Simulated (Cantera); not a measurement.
**Equilibrium for roasting and sulfation: FeS2 + SO3 + H2O**

Input: 1 mol FeS2, 0.11 mol SO3, 0.28 mol H2O, at 158 Torr.

Method: chemical equilibrium by Gibbs-energy minimisation in Cantera with the NASA 1993 tables (ideal gas, pure condensed phases). Candidate condensed phases: Fe, FeO, Fe(OH)2, Fe(OH)3, FeS, FeSO4, FeS2, Fe2O3, Fe2(SO4)3, Fe3O4, H2O, H2SO4, S; 22 gas species. FeS: taken at fixed stoichiometry. Gases not in the tables: S3 to S7. Rates play no part.

From 425 °C to 525 °C the condensed part is FeS2(s) + Fe3O4(s). At 625 °C the condensed part is FeS(s) + FeS2(s). From 725 °C to 1125 °C the condensed part is FeS(s). From 1225 °C to 1525 °C the condensed part is FeS(l).

| T (°C) | log p H2O | log p S2 | log p SO2 | log p H2S | log p H2 | log p SO | log p S2O | log p SH | n FeS2(s) | n Fe3O4(s) | n FeS(s) | n FeS(l) |
|---|---|---|---|---|---|---|---|---|---|---|---|---|
| 425 | -0.87 | -4.62 | -1.13 | -3.62 | -5.46 | -8.65 | -5.17 | -9.82 | 0.979 | 0.00698 | 0 | 0 |
| 525 | -0.87 | -3.41 | -1.13 | -2.94 | -4.55 | -7.21 | -4.31 | -8.06 | 0.977 | 0.00754 | 0 | 0 |
| 625 | -0.94 | -1.99 | -1.12 | -2.12 | -3.79 | -5.96 | -3.26 | -6.42 | 0.870 | 0 | 0.130 | 0 |
| 725 | -1.31 | -1.02 | -1.34 | -1.79 | -3.42 | -5.12 | -2.67 | -5.31 | 0 | 0 | 1.00 | 0 |
| 825 | -1.29 | -1.01 | -1.35 | -1.87 | -3.08 | -4.54 | -2.68 | -4.78 | 0 | 0 | 1.00 | 0 |
| 925 | -1.28 | -1.00 | -1.36 | -1.94 | -2.80 | -4.06 | -2.70 | -4.34 | 0 | 0 | 1.00 | 0 |
| 1025 | -1.28 | -1.00 | -1.36 | -2.01 | -2.56 | -3.66 | -2.71 | -3.97 | 0 | 0 | 1.00 | 0 |
| 1125 | -1.29 | -1.00 | -1.36 | -2.08 | -2.37 | -3.31 | -2.72 | -3.66 | 0 | 0 | 1.00 | 0 |
| 1225 | -1.30 | -1.00 | -1.36 | -2.14 | -2.20 | -3.00 | -2.73 | -3.40 | 0 | 0 | 0 | 1.000 |
| 1325 | -1.31 | -1.01 | -1.36 | -2.20 | -2.07 | -2.74 | -2.75 | -3.17 | 0 | 0 | 0 | 1.000 |
| 1425 | -1.33 | -1.01 | -1.36 | -2.27 | -1.96 | -2.51 | -2.76 | -2.97 | 0 | 0 | 0 | 1.000 |
| 1525 | -1.36 | -1.02 | -1.36 | -2.33 | -1.86 | -2.30 | -2.77 | -2.80 | 0 | 0 | 0 | 1.000 |
log p: log10 of the partial pressure in bar; n: condensed amount in mol.
